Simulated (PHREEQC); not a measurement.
## Leach liquor (model solution)

Solution (25 °C): 0.27 mol H2SO4 and 0.15 mol ZnSO4 per kg of water. Closed to the air; pH follows from the charge balance.

All values are PHREEQC results (ion-association model, wateq4f.dat), not measurements.

No solid was allowed to form.

Question: What pH, activity of water does the model give?

Answer: pH 0.72; activity of water 0.987.

Question: In which forms is S present?

Answer: HSO4- 69 %, SO4-2 13 %, ZnSO4 11 %, Zn(SO4)2-2 7.0 % of the S.
